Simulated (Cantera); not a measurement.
Cantera run, input and output.

```python
import numpy as np
import cantera as ct

gas = ct.Solution("h2o2.yaml")
gas.TPX = 1250, 100000, {'H2': 0.35, 'O2': 1, 'N2': 10}
reactor = ct.IdealGasConstPressureReactor(gas, energy="off", clone=False)
net = ct.ReactorNet([reactor])
net.rtol, net.atol = 1e-08, 1e-18
show = ['H2', 'O2', 'H2O', 'HO2', 'OH']
times = np.geomspace(0.001, 80, 11)

steps = ct.SolutionArray(gas, extra=["t"])
rows = []
print(f"{'t/s':>10s}{'T/K':>9s}{'P/Pa':>11s}" + "".join(f"{s:>11s}" for s in show))
for t in times:
    while net.time < t:
        t_next = net.step()
        steps.append(gas.state, t=t_next)
    rows.append([np.interp(t, steps.t, y) for y in (steps.T, steps.P, *steps(*show).X.T)])
    print(f"{t:10.3e}{rows[-1][0]:9.1f}{rows[-1][1]:11.4g}" + "".join(f"{x:11.3e}" for x in rows[-1][2:]))
rate = np.gradient(steps.T, steps.t)
print("integrator steps:", len(steps.t))
if steps.T.max() > steps.T[0] + 200:
    print(f"time of steepest temperature rise: {steps.t[rate.argmax()]:.4e} s")
gas.TPX = 1250, 100000, {'H2': 0.35, 'O2': 1, 'N2': 10}
gas.equilibrate("TP")
print(f"equilibrium (TP): T = {gas.T:.1f} K  " + "  ".join(f"{s} {gas[s].X[0]:.3e}" for s in show))
```

Result:

```
       t/s      T/K       P/Pa         H2         O2        H2O        HO2         OH
 1.000e-03   1250.0      1e+05  2.569e-05  7.378e-02  3.123e-02  2.994e-06  1.116e-04
 3.092e-03   1250.0      1e+05  2.582e-06  7.381e-02  3.130e-02  4.984e-07  4.220e-05
 9.564e-03   1250.0      1e+05  3.074e-07  7.382e-02  3.131e-02  1.013e-07  1.901e-05
 2.958e-02   1250.0      1e+05  6.064e-08  7.382e-02  3.131e-02  2.657e-08  9.625e-06
 9.146e-02   1250.0      1e+05  1.674e-08  7.382e-02  3.132e-02  9.568e-09  5.267e-06
 2.828e-01   1250.0      1e+05  6.172e-09  7.382e-02  3.132e-02  6.088e-09  3.187e-06
 8.747e-01   1250.0      1e+05  4.096e-09  7.382e-02  3.132e-02  5.841e-09  2.521e-06
 2.705e+00   1250.0      1e+05  4.002e-09  7.382e-02  3.132e-02  5.844e-09  2.485e-06
 8.365e+00   1250.0      1e+05  4.002e-09  7.382e-02  3.132e-02  5.844e-09  2.485e-06
 2.587e+01   1250.0      1e+05  4.002e-09  7.382e-02  3.132e-02  5.844e-09  2.485e-06
 8.000e+01   1250.0      1e+05  4.002e-09  7.382e-02  3.132e-02  5.844e-09  2.485e-06
integrator steps: 1499
equilibrium (TP): T = 1250.0 K  H2 4.002e-09  O2 7.382e-02  H2O 3.132e-02  HO2 5.844e-09  OH 2.485e-06
```

Model: the H2/O2 subset of GRI-Mech 3.0, which has no nitrogen chemistry, integrated in Cantera.
